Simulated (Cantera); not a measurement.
## Adiabatic ignition

An adiabatic, constant-volume homogeneous reactor starts with 11.2 % CO, 9.75 % H2, 0.639 % CH4, 15.7 % O2, 58.9 % N2, 3.81 % H2O, equivalence ratio 0.75, at 1300 K and 6.50 bar.

Model: GRI-Mech 3.0 (53 species, 325 reactions), integrated in Cantera.

```tsv
t (s)	T (K)	P (bar)	x CO	x H2	x CH4	x O2	x H
5.00e-6	1300	6.50	0.112	0.0974	0.00638	0.157	4.48e-6
2.19e-5	2884	13.2	0.0272	0.00541	<1e-12	0.0523	0.00228
9.62e-5	2880	13.2	0.0267	0.00535	<1e-12	0.0496	0.00218
0.000422	2866	13.1	0.0265	0.00534	<1e-12	0.0454	0.00208
0.00185	2863	13.1	0.0265	0.00534	<1e-12	0.0447	0.00207
0.00811	2863	13.1	0.0265	0.00534	<1e-12	0.0447	0.00207
0.0356	2863	13.1	0.0265	0.00534	<1e-12	0.0447	0.00207
0.156	2863	13.1	0.0265	0.00534	<1e-12	0.0447	0.00207
0.684	2863	13.1	0.0265	0.00534	<1e-12	0.0447	0.00207
3.00	2863	13.1	0.0265	0.00534	<1e-12	0.0447	0.00207
```
x: mole fraction; the columns are a selection and need not sum to one.

- time of steepest temperature rise: 11.9 µs
- temperature at 3.00 s: 2863 K
- equilibrium temperature: 2863 K
- x(CO) at 3.00 s: 0.0265 (gas-phase equilibrium 0.0265)
- x(H2) at 3.00 s: 0.00534 (gas-phase equilibrium 0.00534)
- x(CH4) at 3.00 s: <1e-12 (gas-phase equilibrium <1e-12)
